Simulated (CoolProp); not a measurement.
Computed with CoolProp (reference Helmholtz-energy equation of state, Lemmon 2003). It is a pseudo-pure fit of the blend.

For R407C, give the phase and the conductivity (mW/(m K)) at 226.85 °C and 0.926 MPa.


- 226.85 °C and 0.926 MPa: gas; conductivity 29.1

Thermal conductivity comes from a separate model (Geller 2001).
